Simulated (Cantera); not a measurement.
An adiabatic, constant-volume homogeneous reactor starts with CO : H₂ : O₂ : N₂ = 1 : 0.047 : 1.69 : 6.35 (molar parts), at 1650 K and 4.00 bar.

Model: GRI-Mech 3.0 (53 species, 325 reactions), integrated in Cantera. The hydrogen kinetics of GRI-Mech 3.0 are dated; newer H2 mechanisms differ, most at raised pressure.

### Question
Predict: time of steepest temperature rise; temperature at 10.0 s; equilibrium temperature; x(CO) at 10.0 s; x(H₂) at 10.0 s; x(O₂) at 10.0 s; x(OH) at 10.0 s; x(HO₂) at 10.0 s; x(H₂O) at 10.0 s; x(H₂O₂) at 10.0 s.

### Answer
* **time of steepest temperature rise**: 29.4 µs
* **temperature at 10.0 s**: 2570 K
* **equilibrium temperature**: 2570 K
* **x(CO) at 10.0 s**: 0.00671 (gas-phase equilibrium 0.00671)
* **x(H₂) at 10.0 s**: 4.15e-5 (gas-phase equilibrium 4.15e-5)
* **x(O₂) at 10.0 s**: 0.127 (gas-phase equilibrium 0.127)
* **x(OH) at 10.0 s**: 0.00211 (gas-phase equilibrium 0.00211)
* **x(HO₂) at 10.0 s**: 3.79e-6 (gas-phase equilibrium 3.79e-6)
* **x(H₂O) at 10.0 s**: 0.00432 (gas-phase equilibrium 0.00432)
* **x(H₂O₂) at 10.0 s**: 3.05e-8 (gas-phase equilibrium 3.05e-8)
